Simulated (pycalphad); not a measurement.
All values are pycalphad results on the COST 507 light-alloy database (1999) (1 atm), not direct measurements. These are 1990s assessments: newer ones move some temperatures and phases. Kinetics are ignored, which matters at the lower temperatures.

Task: How does the equilibrium phase assembly of Al-10.42Mn-1.21Si (at.%) change on cooling from 1577 °C to 227 °C?

Result: 
```
T (°C)                    phases above                   phases below
-------  -----------------------------  -----------------------------
890.4                           liquid           ALMNSI_BETA + liquid
878.6             ALMNSI_BETA + liquid   AL4MN + ALMNSI_BETA + liquid
704 ± 1   AL4MN + ALMNSI_BETA + liquid   AL6MN + ALMNSI_BETA + liquid
666 ± 2   AL6MN + ALMNSI_BETA + liquid  AL6MN + ALMNSI_ALPHA + liquid
653.9    AL6MN + ALMNSI_ALPHA + liquid     AL6MN + ALMNSI_ALPHA + fcc
541.2       AL6MN + ALMNSI_ALPHA + fcc  AL12MN + AL6MN + ALMNSI_ALPHA
```
Changes were sought between steps of 50 K, so a narrower field can be missed.

Database names, with the compositions (at.%) that they take in these runs: ALMNSI_BETA: Al 72 Mn 23 Si 4; AL4MN: Al 80 Mn 20; AL6MN: Al 86 Mn 14; ALMNSI_ALPHA: Al 75-78 Mn 17 Si 4-7; AL12MN: Al 92 Mn 8.
